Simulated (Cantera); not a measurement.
Input: 1 mol Fe3O4, 2.7 mol CO, 0.11 mol H2, 1.4 mol CH4, at 13.3 mbar.

Cantera equilibrium calculation (NASA polynomials, part measured and part estimated; ideal gas, pure solids and liquids). Candidate condensed phases: C, C6H6, C7H8, C8H18, Fe, Fe(CO)5, FeO, Fe(OH)2, Fe(OH)3, Fe2O3, Fe3O4, H2O; 114 gas species. Each liquid is taken as pure. Mutual solubility and eutectic melting of coexisting phases are not modelled. The tables' stoichiometric FeO is somewhat more stable than real wüstite, so its field is too wide. FeO: taken at fixed stoichiometry. Kinetics and transport are ignored.

x: gas mole fraction; n: condensed amount in mol.

```json
[
 {"T (K)": "1148", "x CO": "0.483", "x H2": "0.332", "x Fe": "5.99e-10", "x H2O": "0.0832", "x CO2": "0.102", "x H": "3.57e-7", "x FeO": "<1e-12", "x OH": "5.35e-10", "n Fe(α)": "1.70", "n FeO(s)": "1.30", "n Fe(γ)": "0", "n Fe(δ)": "0", "n FeO(l)": "0", "n Fe(l)": "0"},
 {"T (K)": "1248", "x CO": "0.490", "x H2": "0.319", "x Fe": "1.75e-8", "x H2O": "0.0962", "x CO2": "0.0950", "x H": "2.28e-6", "x FeO": "5.72e-12", "x OH": "7.04e-9", "n Fe(α)": "0", "n FeO(s)": "1.26", "n Fe(γ)": "1.74", "n Fe(δ)": "0", "n FeO(l)": "0", "n Fe(l)": "0"},
 {"T (K)": "1348", "x CO": "0.496", "x H2": "0.307", "x Fe": "3.06e-7", "x H2O": "0.108", "x CO2": "0.0889", "x H": "1.11e-5", "x FeO": "2.07e-10", "x OH": "6.28e-8", "n Fe(α)": "0", "n FeO(s)": "1.22", "n Fe(γ)": "1.78", "n Fe(δ)": "0", "n FeO(l)": "0", "n Fe(l)": "0"},
 {"T (K)": "1448", "x CO": "0.501", "x H2": "0.297", "x Fe": "3.58e-6", "x H2O": "0.118", "x CO2": "0.0838", "x H": "4.35e-5", "x FeO": "4.48e-9", "x OH": "4.11e-7", "n Fe(α)": "0", "n FeO(s)": "1.19", "n Fe(γ)": "1.81", "n Fe(δ)": "0", "n FeO(l)": "0", "n Fe(l)": "0"},
 {"T (K)": "1548", "x CO": "0.505", "x H2": "0.289", "x Fe": "3.02e-5", "x H2O": "0.126", "x CO2": "0.0794", "x H": "0.000143", "x FeO": "6.44e-8", "x OH": "2.10e-6", "n Fe(α)": "0", "n FeO(s)": "1.16", "n Fe(γ)": "1.84", "n Fe(δ)": "0", "n FeO(l)": "0", "n Fe(l)": "0"},
 {"T (K)": "1648", "x CO": "0.509", "x H2": "0.281", "x Fe": "0.000196", "x H2O": "0.134", "x CO2": "0.0755", "x H": "0.000409", "x FeO": "6.62e-7", "x OH": "8.73e-6", "n Fe(α)": "0", "n FeO(s)": "1.13", "n Fe(γ)": "1.87", "n Fe(δ)": "0", "n FeO(l)": "0", "n Fe(l)": "0"},
 {"T (K)": "1748", "x CO": "0.518", "x H2": "0.283", "x Fe": "0.00101", "x H2O": "0.131", "x CO2": "0.0663", "x H": "0.00105", "x FeO": "4.67e-6", "x OH": "2.84e-5", "n Fe(α)": "0", "n FeO(s)": "0", "n Fe(γ)": "0", "n Fe(δ)": "1.78", "n FeO(l)": "1.22", "n Fe(l)": "0"},
 {"T (K)": "1848", "x CO": "0.522", "x H2": "0.282", "x Fe": "0.00428", "x H2O": "0.129", "x CO2": "0.0596", "x H": "0.00244", "x FeO": "2.63e-5", "x OH": "8.21e-5", "n Fe(α)": "0", "n FeO(s)": "0", "n Fe(γ)": "0", "n Fe(δ)": "0", "n FeO(l)": "1.27", "n Fe(l)": "1.70"},
 {"T (K)": "1948", "x CO": "0.519", "x H2": "0.276", "x Fe": "0.0150", "x H2O": "0.129", "x CO2": "0.0551", "x H": "0.00514", "x FeO": "0.000123", "x OH": "0.000217", "n Fe(α)": "0", "n FeO(s)": "0", "n Fe(γ)": "0", "n Fe(δ)": "0", "n FeO(l)": "1.29", "n Fe(l)": "1.61"},
 {"T (K)": "2048", "x CO": "0.504", "x H2": "0.264", "x Fe": "0.0463", "x H2O": "0.125", "x CO2": "0.0501", "x H": "0.00996", "x FeO": "0.000488", "x OH": "0.000512", "n Fe(α)": "0", "n FeO(s)": "0", "n Fe(γ)": "0", "n Fe(δ)": "0", "n FeO(l)": "1.30", "n Fe(l)": "1.35"},
 {"T (K)": "2148", "x CO": "0.461", "x H2": "0.236", "x Fe": "0.128", "x H2O": "0.113", "x CO2": "0.0431", "x H": "0.0175", "x FeO": "0.00169", "x OH": "0.00108", "n Fe(α)": "0", "n FeO(s)": "0", "n Fe(γ)": "0", "n Fe(δ)": "0", "n FeO(l)": "1.31", "n Fe(l)": "0.639"},
 {"T (K)": "2248", "x CO": "___", "x H2": "___", "x Fe": "___", "x H2O": "___", "x CO2": "___", "x H": "___", "x FeO": "___", "x OH": "___", "n Fe(α)": "0", "n FeO(s)": "0", "n Fe(γ)": "0", "n Fe(δ)": "0", "n FeO(l)": "___", "n Fe(l)": "0"},
 {"T (K)": "2348", "x CO": "0.327", "x H2": "0.114", "x Fe": "0.274", "x H2O": "0.149", "x CO2": "0.0744", "x H": "___", "x FeO": "___", "x OH": "___", "n Fe(α)": "0", "n FeO(s)": "0", "n Fe(γ)": "0", "n Fe(δ)": "0", "n FeO(l)": "___", "n Fe(l)": "0"},
 {"T (K)": "2448", "x CO": "0.323", "x H2": "0.106", "x Fe": "0.270", "x H2O": "0.138", "x CO2": "0.0695", "x H": "0.0560", "x FeO": "0.0168", "x OH": "0.0142", "n Fe(α)": "0", "n FeO(s)": "0", "n Fe(γ)": "0", "n Fe(δ)": "0", "n FeO(l)": "0", "n Fe(l)": "0"}
]
```

**Question.** Some entries are withheld; supply them.

**Answer.** 
- 2248, x CO: 0.393
- 2248, x H2: 0.177
- 2248, x Fe: 0.221
- 2248, x H2O: 0.124
- 2248, x CO2: 0.0506
- 2248, x H: 0.0267
- 2248, x FeO: 0.00522
- 2248, x OH: 0.00280
- 2248, n FeO(l): 0.911
- 2348, x H: 0.0361
- 2348, x FeO: 0.0145
- 2348, x OH: 0.00812
- 2348, n FeO(l): 0.0469
